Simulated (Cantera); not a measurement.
Cantera run:

```python
import numpy as np
import cantera as ct

gas_names = [...]  # 91 gases of nasa_gas.yaml made of C, Cl, H
cond_names = """
    C(gr) C6H6(L) C7H8(L) C8H18(L),n-octa
""".split()


# ... load() reads the species with a 1 bar reference pressure and builds the phases ...
atoms = {
    'CCl4': {'C': 1, 'CL': 4},
    'CH4': {'C': 1, 'H': 4},
    'H2': {'H': 2},
}
top_T = {'C(gr)': 4500}  # K; cautious upper limits of use, not melting points


# ... equilibrate(T, P, feed) seeds the gas with the atoms and calls Mixture.equilibrate('TP', solver="vcs", rtol=1e-11, max_steps=5000) ...
results = []
feed = {'CCl4': 1, 'CH4': 0.5, 'H2': 0.96}  # mol
P = 730  # Pa
for T in [1775, 1975, 2175, 2375, 2575, 2775, 2975, 3175]:
    mix = equilibrate(T, P, feed)
    results.append((T, P, feed, dict(zip(mix.species_names, mix.species_moles))))

top = {s: max(r[3][s] / sum(r[3][g] for g in gas_names) for r in results) for s in gas_names}
cols = sorted((s for s in top if top[s] > 1e-05), key=lambda s: -top[s])[:8]
seen = [c for c in cond_names if any(r[3].get(c, 0) > 1e-12 for r in results)]
print("log10 of partial pressures in bar; condensed amounts in mol")
print(f"{'T/K':>10s}" + "".join(f"{s[:9]:>10s}" for s in cols + seen))
for T, P, feed, n in results:
    ng = sum(n[g] for g in gas_names)
    print(f"{T:10.4g}" + "".join(f"{np.log10(max(n[s] / ng * P / 1e5, 1e-99)):10.3f}" for s in cols)
          + "".join(f"{n.get(c, 0):10.4g}" for c in seen))
```

Output:

```
log10 of partial pressures in bar; condensed amounts in mol
       T/K       HCL        CL         H        H2        C3         C        C2       C2H     C(gr)
      1775    -2.154    -3.630    -5.715    -4.353   -13.278   -12.890   -14.363   -11.666       1.5
      1975    -2.181    -3.293    -4.742    -3.757   -10.828   -10.753   -11.902    -9.695       1.5
      2175    -2.239    -2.987    -4.011    -3.400    -8.839    -9.011    -9.900    -8.154     1.499
      2375    -2.346    -2.748    -3.445    -3.189    -7.194    -7.565    -8.240    -6.918     1.494
      2575    -2.529    -2.583    -3.020    -3.119    -5.812    -6.344    -6.841    -5.929     1.477
      2775    -2.811    -2.491    -2.731    -3.211    -4.635    -5.301    -5.648    -5.162     1.387
      2975    -3.214    -2.469    -2.582    -3.494    -3.623    -4.399    -4.618    -4.601    0.5848
      3175    -3.661    -2.472    -2.522    -3.882    -3.473    -3.856    -4.207    -4.669         0
```

Method: chemical equilibrium by Gibbs-energy minimisation in Cantera with the NASA 1993 tables (ideal gas, pure condensed phases). The tables' values for CCl are old estimates; treat these amounts as uncertain.
